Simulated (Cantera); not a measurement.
# Moist CO burnout

An isothermal, constant-pressure homogeneous reactor starts with CO : O2 : H2O : N2 = 0.0072 : 0.027 : 0.0002 : 1 (molar parts), equivalence ratio 0.13, at 1400 K and 0.410 bar.

Detailed kinetics in Cantera: GRI-Mech 3.0 (53 species, 325 reactions).

```json
[
 {"t (s)": "3.00e-5", "x CO": "0.00696", "x O2": "0.0261", "x H2O": "0.000193", "x NO2": "<1e-12", "x H": "<1e-12", "x H2O2": "<1e-12"},
 {"t (s)": "9.44e-5", "x CO": "0.00696", "x O2": "0.0261", "x H2O": "0.000193", "x NO2": "<1e-12", "x H": "3.02e-12", "x H2O2": "<1e-12"},
 {"t (s)": "0.000297", "x CO": "0.00696", "x O2": "0.0261", "x H2O": "0.000193", "x NO2": "<1e-12", "x H": "3.12e-11", "x H2O2": "<1e-12"},
 {"t (s)": "0.000935", "x CO": "0.00696", "x O2": "0.0261", "x H2O": "0.000193", "x NO2": "<1e-12", "x H": "3.13e-10", "x H2O2": "<1e-12"},
 {"t (s)": "0.00294", "x CO": "0.00696", "x O2": "0.0261", "x H2O": "0.000193", "x NO2": "<1e-12", "x H": "3.94e-9", "x H2O2": "<1e-12"},
 {"t (s)": "0.00926", "x CO": "0.00694", "x O2": "0.0261", "x H2O": "0.000192", "x NO2": "<1e-12", "x H": "3.83e-7", "x H2O2": "2.16e-11"},
 {"t (s)": "0.0292", "x CO": "0.00272", "x O2": "0.0232", "x H2O": "0.000113", "x NO2": "1.35e-9", "x H": "9.42e-5", "x H2O2": "3.22e-9"},
 {"t (s)": "0.0917", "x CO": "0.000224", "x O2": "0.0227", "x H2O": "0.000177", "x NO2": "7.50e-9", "x H": "5.40e-6", "x H2O2": "1.24e-9"},
 {"t (s)": "0.289", "x CO": "1.99e-5", "x O2": "0.0227", "x H2O": "0.000190", "x NO2": "1.45e-8", "x H": "1.69e-7", "x H2O2": "1.56e-10"},
 {"t (s)": "0.909", "x CO": "1.86e-6", "x O2": "0.0227", "x H2O": "0.000192", "x NO2": "1.41e-8", "x H": "8.65e-9", "x H2O2": "2.29e-11"},
 {"t (s)": "2.86", "x CO": "2.34e-7", "x O2": "0.0227", "x H2O": "0.000193", "x NO2": "8.71e-9", "x H": "7.98e-10", "x H2O2": "4.76e-12"},
 {"t (s)": "9.00", "x CO": "7.77e-8", "x O2": "0.0227", "x H2O": "0.000194", "x NO2": "6.35e-9", "x H": "2.50e-10", "x H2O2": "2.20e-12"}
]
```
x: mole fraction; the columns are a selection and need not sum to one.

Equilibrium at this temperature and pressure: CO 7.17e-8, O2 0.0226, H2O 0.000194, NO2 4.12e-7, H 2.31e-10, H2O2 2.08e-12 (gas phase only).
